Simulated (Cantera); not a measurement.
## Ignition delay

Mixture: H₂ : O₂ : N₂ = 1 : 0.357 : 1.82 (molar parts), at 10.0 bar, adiabatic and at constant volume. Ignition delay is the time to a rise of 400 K.

Computed with Cantera and GRI-Mech 3.0 (53 species, 325 reactions). The hydrogen kinetics of GRI-Mech 3.0 are dated; newer H2 mechanisms differ, most at raised pressure.

```tsv
T0 (K)	delay (ms)
1325	0.00460
1400	0.00271
1475	0.00188
1550	0.00142
1625	0.00112
```

```
Item                                                    Value
--------------------------------------------------  ---------
apparent activation energy between 1475 and 1625 K  68 kJ/mol
```
